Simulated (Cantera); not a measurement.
Abatement and gas-phase synthesis: SO₂ + O₂ + H₂

Charge: 1 mol SO₂, 0.061 mol O₂, 6.5 mol H₂, held at 133 Pa.

Cantera equilibrium calculation (NASA polynomials, part measured and part estimated; ideal gas, pure solids and liquids). Candidate condensed phases: H₂O, H₂SO₄, S; 19 gas species. The numbers say what is thermodynamically allowed, not how fast it happens.

```tsv
T (°C)	x H	x H₂	x O	x H₂O	x S	x SO	x OH	x SO₂
2225	0.405	0.351	0.0179	0.0991	0.0380	0.0454	0.0236	0.0137
2275	0.465	0.302	0.0271	0.0799	0.0387	0.0425	0.0270	0.0115
2325	0.524	0.253	0.0390	0.0606	0.0399	0.0387	0.0290	0.00906
2375	0.579	0.207	0.0526	0.0429	0.0418	0.0343	0.0292	0.00665
2425	0.628	0.165	0.0668	0.0284	0.0442	0.0294	0.0275	0.00452
2475	0.668	0.129	0.0802	0.0176	0.0470	0.0243	0.0245	0.00286
2525	0.701	0.0993	0.0920	0.0105	0.0499	0.0195	0.0207	0.00170
2575	0.727	0.0755	0.102	0.00599	0.0525	0.0151	0.0169	0.000959
2625	0.747	0.0570	0.109	0.00336	0.0548	0.0115	0.0135	0.000522
2675	0.761	0.0429	0.115	0.00186	0.0567	0.00860	0.0105	0.000277
2725	0.772	0.0323	0.120	0.00103	0.0581	0.00635	0.00815	0.000145
2775	0.781	0.0244	0.123	0.000570	0.0592	0.00467	0.00629	7.59e-5
```
x: gas mole fraction; nothing condenses.

From 2225 °C to 2775 °C nothing is condensed.
